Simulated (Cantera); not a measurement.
Thermodynamics of titanium nitride, carbide and oxide coatings, feed Ti + H2O

Feed: 1 mol Ti, 0.39 mol H2O, held at 40.0 Pa.

These are equilibrium values from Cantera (NASA tables, ideal gas, pure condensed phases), not measurements of a reactor. Candidate condensed phases: H2O, Ti, TiO, TiO2, Ti2O3, Ti3O5, Ti4O7; 12 gas species. Each liquid is taken as pure. Mutual solubility and eutectic melting of coexisting phases are not modelled. TiO: taken at fixed stoichiometry. Condensed phases not in the tables: N, O or C dissolved in the metal. Rates play no part.

```csv
T (°C),x H2,x Ti,x H,x TiO,x TiO2,x H2O,x OH,n Ti(α),n TiO(s),n Ti(β),n Ti(l),n TiO(l)
800,1.000,1.04e-12,7.00e-7,<1e-12,<1e-12,<1e-12,<1e-12,0.610,0.390,0,0,0
950,1.000,6.23e-10,1.50e-5,<1e-12,<1e-12,3.22e-11,<1e-12,0,0.390,0.610,0,0
1100,1.000,8.86e-8,0.000166,3.28e-10,<1e-12,7.00e-10,<1e-12,0,0.390,0.610,0,0
1250,0.999,4.70e-6,0.00115,4.51e-8,<1e-12,7.99e-9,<1e-12,0,0.390,0.610,0,0
1400,0.994,0.000121,0.00568,2.49e-6,3.81e-11,5.74e-8,1.58e-11,0,0.390,0.610,0,0
1550,0.977,0.00180,0.0214,6.89e-5,2.84e-9,2.89e-7,4.41e-10,0,0.390,0.609,0,0
1700,0.917,0.0173,0.0646,0.00112,1.07e-7,1.08e-6,7.24e-9,0,0.390,0,0.603,0
1850,0.723,0.114,0.153,0.0107,1.96e-6,2.60e-6,6.79e-8,0,0,0,0.555,0.385
2000,0.224,0.506,0.199,0.0705,2.43e-5,2.28e-6,3.14e-7,0,0,0,0,0.305
```
x: gas mole fraction; n: condensed amount in mol.

At 800 °C the condensed part is Ti(α) + TiO(s). From 950 °C to 1550 °C the condensed part is Ti(β) + TiO(s). At 1700 °C the condensed part is Ti(l) + TiO(s). At 1850 °C the condensed part is Ti(l) + TiO(l). At 2000 °C the condensed part is TiO(l).
